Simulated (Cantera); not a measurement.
A closed system holds: 1 mol CH3F, 3.1 mol H2, equilibrated at 3.83 Torr.

Cantera equilibrium calculation (NASA polynomials, part measured and part estimated; ideal gas, pure solids and liquids). Candidate condensed phases: C, C6H6, C7H8, C8H18; 110 gas species. Ions and electrons are included (thermal ionisation). The numbers say what is thermodynamically allowed, not how fast it happens.

### Question
At 3500 K, list the 6 most abundant gas species with their mole fractions, and the condensed phases.

### Answer
H 0.820, C 0.0604, F 0.0501, HF 0.0446, H2 0.00983, C2 0.00690. Condensed: gas only.
